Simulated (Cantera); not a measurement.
Equilibrium for sublimation and decomposition of ceramics: BN + H2

A closed system holds: 1 mol BN, 0.48 mol H2, equilibrated at 2400 °C and 0.100 bar.

Cantera equilibrium calculation (NASA polynomials, part measured and part estimated; ideal gas, pure solids and liquids). Candidate condensed phases: B, BN; 15 gas species. The tables' values for BH2 are old estimates; treat these amounts as uncertain. Equilibrium is a limit: real reactors are often held back by kinetics, nucleation or transport.

```yaml
x(N2): 0.481
x(H2): 0.408
x(H): 0.104
x(B): 0.00408
x(BH2): 0.00245
x(BH): 0.000295
x(BN): 0.000262
x(BH3): 7.73e-6
x(N): 2.87e-6
n(B(l)): 0.993 mol
gas_amount: 1.038 mol
```
